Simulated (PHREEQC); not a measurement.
PHREEQC input (ion-association model, phreeqc.dat):

```
SOLUTION 0
  temp 25
  units mmol/kgw
  pH 7 charge
  Cl 96.01
  Zn 48
  O(0) 1 O2(g) -0.68
SOLUTION 1-40
  temp 25
  units mmol/kgw
  pH 7 charge
  Br 29
  K 29
  Cl 81.01
  Ca 23
  Li 35
  O(0) 1 O2(g) -0.68
END
EXCHANGE 1-40
  X 0.031
  -equilibrate 1
END
SELECTED_OUTPUT 1
  -reset false
  -pH true
  -pe true
  -ionic_strength true
  -water true
  -step true
  -totals Br Ca Cl K Li Zn
  -molalities LiX ZnX2 KX CaX2
  -saturation_indices Sylvite Zn(OH)2(e)
PRINT
  -reset false
TRANSPORT
  -cells 40
  -shifts 120
  -lengths 0.025
  -time_step 720
  -dispersivities 0.05
  -boundary_conditions flux flux
  -correct_disp true
  -punch_cells 40
  -punch_frequency 4
END
```

Selected output (columns that matter, 11 of 31 rows; pore volumes added in front):

```
pore volumes	pH	mu	Br	Ca	Cl	K	Li	Zn	m_LiX	m_ZnX2	m_KX	m_CaX2	si_Sylvite	si_Zn(OH)2(e)
0	5.0894	0.13301	0.029	0.023	0.08101	0.029	0.035	0	0.0018879	0	0.0094254	0.0098433	-3.7855	-1000
0.3125	5.0894	0.13301	0.028998	0.023	0.081011	0.029	0.034999	1.3289e-08	0.0018878	5.2619e-09	0.0094254	0.0098434	-3.7855	-9.6997
0.6125	5.0873	0.13239	0.026835	0.023124	0.08213	0.028849	0.033153	0.00035258	0.00178	0.00013819	0.0093332	0.0098052	-3.7815	-5.2798
0.9125	5.053	0.13117	0.016116	0.021601	0.087674	0.025012	0.021771	0.0068974	0.0011278	0.0025062	0.0078069	0.0085265	-3.817	-4.0572
1.2125	4.9946	0.13221	0.0063519	0.01503	0.092725	0.015978	0.0095191	0.021755	0.00047565	0.0073366	0.0048109	0.0055201	-3.994	-3.6772
1.5125	4.9567	0.13394	0.0019598	0.0080632	0.094996	0.0079898	0.0032483	0.034791	0.00015978	0.011366	0.0023682	0.0028699	-4.2908	-3.5509
1.8125	4.9387	0.13509	0.00052722	0.0036953	0.095737	0.0034353	0.00096338	0.042233	4.7158e-05	0.013667	0.0010133	0.0013025	-4.6577	-3.5038
2.1125	4.9311	0.13564	0.00013089	0.0015405	0.095942	0.0013464	0.00026309	0.045686	1.2863e-05	0.014754	0.00039667	0.0005417	-5.0652	-3.4853
2.4125	4.928	0.13586	3.0938e-05	0.00060471	0.095994	0.00049745	6.8283e-05	0.04712	3.3379e-06	0.015213	0.00014652	0.00021256	-5.4981	-3.4782
2.7125	4.9268	0.13594	7.0867e-06	0.00022806	0.096006	0.00017671	1.7153e-05	0.047677	8.3852e-07	0.015393	5.2052e-05	8.0166e-05	-5.9478	-3.4755
3.0125	4.9264	0.13597	1.5902e-06	8.3668e-05	0.096009	6.1114e-05	4.2168e-06	0.047884	2.0614e-07	0.015461	1.8002e-05	2.9412e-05	-6.409	-3.4745
```
